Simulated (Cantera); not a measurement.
An adiabatic, constant-volume homogeneous reactor starts with H₂ : O₂ : N₂ = 1 : 0.781 : 2.94 (molar parts), at 1775 K and 1.01 bar. Integrator tolerance rtol = 1e-08.

Model: the H2/O2 subset of GRI-Mech 3.0, which has no nitrogen chemistry, integrated in Cantera.

Problem. What does this change do: O2 0.781 to 0.59 parts?

Solution. 
```
quantity                                                            before                                    after
---------------------------------  ---------------------------------------  ---------------------------------------
time of steepest temperature rise                                  6.27 µs                                  7.14 µs
temperature at 0.600 s                                              2920 K                                   2934 K
equilibrium temperature                                             2920 K                                   2934 K
x(H₂) at 0.600 s                     0.0203 (gas-phase equilibrium 0.0203)    0.0314 (gas-phase equilibrium 0.0314)
x(O₂) at 0.600 s                     0.0595 (gas-phase equilibrium 0.0595)    0.0273 (gas-phase equilibrium 0.0273)
x(H₂O) at 0.600 s                      0.181 (gas-phase equilibrium 0.181)      0.180 (gas-phase equilibrium 0.180)
x(HO₂) at 0.600 s                  2.12e-5 (gas-phase equilibrium 2.12e-5)  1.22e-5 (gas-phase equilibrium 1.22e-5)
x(OH) at 0.600 s                     0.0391 (gas-phase equilibrium 0.0391)    0.0332 (gas-phase equilibrium 0.0332)
```
